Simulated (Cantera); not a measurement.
Input: 1 mol Zr, a varied amount of H₂O, at 1650 °C and 1.00 bar.

Method: chemical equilibrium by Gibbs-energy minimisation in Cantera with the NASA 1993 tables (ideal gas, pure condensed phases). Candidate condensed phases: H₂O, Zr, ZrO₂; 12 gas species. Mutual solubility and eutectic melting of coexisting phases are not modelled. Condensed phases not in the tables: N, O or C dissolved in the metal. The numbers say what is thermodynamically allowed, not how fast it happens.

x: gas mole fraction; n: condensed amount in mol.

```json
[
 {"n(H₂O) (mol)": "0.13", "x H₂": "0.999", "x H₂O": "5.33e-7", "x H": "0.000943", "x OH": "4.33e-11", "n Zr(β)": "0.935", "n ZrO₂(tetragonal)": "0.0650"},
 {"n(H₂O) (mol)": "0.18", "x H₂": "0.999", "x H₂O": "5.33e-7", "x H": "0.000943", "x OH": "4.33e-11", "n Zr(β)": "0.910", "n ZrO₂(tetragonal)": "0.0900"},
 {"n(H₂O) (mol)": "0.24", "x H₂": "0.999", "x H₂O": "5.33e-7", "x H": "0.000943", "x OH": "4.33e-11", "n Zr(β)": "0.880", "n ZrO₂(tetragonal)": "0.120"},
 {"n(H₂O) (mol)": "0.32", "x H₂": "0.999", "x H₂O": "5.33e-7", "x H": "0.000943", "x OH": "4.33e-11", "n Zr(β)": "0.840", "n ZrO₂(tetragonal)": "0.160"},
 {"n(H₂O) (mol)": "0.43", "x H₂": "0.999", "x H₂O": "5.33e-7", "x H": "0.000943", "x OH": "4.33e-11", "n Zr(β)": "0.785", "n ZrO₂(tetragonal)": "0.215"},
 {"n(H₂O) (mol)": "0.58", "x H₂": "0.999", "x H₂O": "5.33e-7", "x H": "0.000943", "x OH": "4.33e-11", "n Zr(β)": "…", "n ZrO₂(tetragonal)": "…"},
 {"n(H₂O) (mol)": "0.79", "x H₂": "0.999", "x H₂O": "5.33e-7", "x H": "0.000943", "x OH": "4.33e-11", "n Zr(β)": "0.605", "n ZrO₂(tetragonal)": "0.395"},
 {"n(H₂O) (mol)": "1.1", "x H₂": "0.999", "x H₂O": "5.33e-7", "x H": "0.000943", "x OH": "4.33e-11", "n Zr(β)": "0.450", "n ZrO₂(tetragonal)": "0.550"},
 {"n(H₂O) (mol)": "1.4", "x H₂": "0.999", "x H₂O": "5.33e-7", "x H": "0.000943", "x OH": "4.33e-11", "n Zr(β)": "…", "n ZrO₂(tetragonal)": "…"},
 {"n(H₂O) (mol)": "1.9", "x H₂": "0.999", "x H₂O": "5.33e-7", "x H": "0.000943", "x OH": "4.33e-11", "n Zr(β)": "0.0500", "n ZrO₂(tetragonal)": "0.950"},
 {"n(H₂O) (mol)": "2.6", "x H₂": "0.769", "x H₂O": "0.231", "x H": "0.000827", "x OH": "2.14e-5", "n Zr(β)": "0", "n ZrO₂(tetragonal)": "1.00"}
]
```

**Question.** Complete the blanks.

**Answer.** 
- 1.4, n Zr(β): 0.300
- 1.4, n ZrO₂(tetragonal): 0.700
- 0.58, n Zr(β): 0.710
- 0.58, n ZrO₂(tetragonal): 0.290
